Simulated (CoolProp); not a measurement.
Values from CoolProp's reference Helmholtz-energy equation of state, Lemmon 2005. It is a short technical equation, of lower accuracy than the large ones.

**Question.** For isobutene, give the phase and the density (kg/m³), cv (kJ/(kg K)), Joule-Thomson coefficient (K/MPa), isothermal compressibility (1/MPa) at 87.95 °C and 18.7 bar.

**Answer.** 
- 87.95 °C and 18.7 bar: liquid; density 498, cv 1.86, Joule-Thomson coefficient 0.280, isothermal compressibility 0.0108
